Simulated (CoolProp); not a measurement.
Vapour-liquid equilibrium of ethane (1) + propylene (2) at 571 kPa; x and y are mole fractions of (1).

The numbers come from the multi-fluid Helmholtz-energy mixture model, Bücker 2006 and Lemmon 2013; pair parameters Bell 2016 in CoolProp.

| x | bubble temperature (K) | y at the bubble point | dew temperature at overall composition x (K) | liquid density (mol/L) |
|---|---|---|---|---|
| 0.05 | 267.8 | 0.160 | 271.0 | 13.22 |
| 0.15 | 259.6 | 0.402 | 268.1 | 13.63 |
| 0.25 | 252.9 | 0.569 | 264.9 | 14.00 |
| 0.35 | 247.2 | 0.688 | 261.5 | 14.35 |
| 0.45 | 242.3 | 0.774 | ___ | 14.68 |
| 0.55 | 238.1 | 0.839 | 253.7 | 14.99 |
| 0.65 | 234.4 | 0.890 | 249.1 | ___ |
| 0.75 | ___ | 0.929 | ___ | 15.59 |
| 0.85 | 228.1 | 0.962 | 237.4 | 15.88 |
| 0.95 | 225.4 | 0.988 | 229.2 | ___ |

Question: Complete the blanks.

Answer: 
- 0.45, dew temperature at overall composition x (K): 257.8
- 0.65, liquid density (mol/L): 15.29
- 0.75, bubble temperature (K): 231.1
- 0.75, dew temperature at overall composition x (K): 243.8
- 0.95, liquid density (mol/L): 16.16

No azeotrope shows between x = 0.05 and 0.95.

Pair parameters are fitted to limited data, so mixtures are less certain than the pure fluids.
